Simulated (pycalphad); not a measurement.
Computed with pycalphad from the COST 507 light-alloy database (1999), at 1 atm. The database dates from 1999; later assessments differ in places, in temperatures and in the compounds included. Not assessed as a whole: an extrapolation from subsystems, which can miss ternary compounds. Amounts are mole fractions of atoms. Diffusion is slow at the low end, where real alloys seldom reach equilibrium.

Give the equilibrium state of Ti-1.656Al-0.9806C (wt.%) at 650 K.

HCP_A3, fraction 0.897, with 1.8 Al, <0.01 C wt.%; FCC_A1, fraction 0.103, with <0.01 Al, 12.6 C wt.%.

Give the equilibrium state of Ti-1.656Al-0.9806C (wt.%) at 1300 K.


```
T = 1300.00 K, P = 101325 Pa, N = 1 mol of atoms
G = -75733 J/mol, H = 22274 J/mol, S = 75.39 J/(mol K)  (SER reference)
chemical potentials (J/mol): Ti -66696, Al -157499, C -239385
phase             fraction      x(Ti)      x(Al)       x(C)
BCC_A2              0.9009     0.9648     0.0313     0.0039
FCC_A1              0.0991     0.6575   3.24e-11     0.3425
```

FCC_A1 is fcc; BCC_A2 is bcc; HCP_A3 is hcp. The fcc model also describes the rock-salt carbide or nitride (TiC, TiN, HfC).
